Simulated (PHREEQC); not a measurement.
**Polishing slurry liquid**

Consider water at 25 °C with 0.07 mol H2SO4, 5e-05 mol KNO3, 0.00011 mol CuSO4 and 0.1 mol Fe(NO3)3 per kg of water. Closed to the air; pH follows from the charge balance.

Model: ion-association model, phreeqc.dat, run in PHREEQC.

This is a speciation only: nothing precipitates in the calculation.

### Question
What pH, ionic strength, activity of water does the model give?

### Answer
pH 1.06; ionic strength 0.459 mol/kgw; activity of water 0.991.

### Question
In which forms is Fe present?

### Answer
Fe+3 39 %, FeSO4+ 38 %, FeHSO4+2 21 %, FeOH+2 1.2 %, Fe2(OH)2+4 0.6 %, Fe(SO4)2- 0.5 % of the Fe.

Saturation is exceeded, for instance for Hematite (slow to form), Goethite (slow to form); the values hold only as long as no solid forms.
